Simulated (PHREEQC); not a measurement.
Dissolve 0.03 mol/kgw HF, 0.0022 mol/kgw (NH4)2SiF6, 0.0011 mol/kgw HBF4 and 0.0015 mol/kgw HCl at 20 °C. Closed to the air; pH follows from the charge balance.

Model: ion-association model, wateq4f.dat, run in PHREEQC.

Task: The ionic strength comes out as 0.0128 mol/kgw. What activity coefficients do SiF6-2, BF3OH-, Cl-, F-, BF4- get?

Result: SiF6-2 0.64, BF3OH- 0.89, Cl- 0.89, F- 0.89, BF4- 0.89.

Precipitation was switched off in this run. Species that the database lacks are ignored. wateq4f.dat counts part of the HF as a dimer, H2F2, which phreeqc.dat doesn't know; its constant is uncertain. SiF6-2 is the database's only silicon fluoride. Real BF4- forms and hydrolyses slowly; the run takes it at equilibrium.
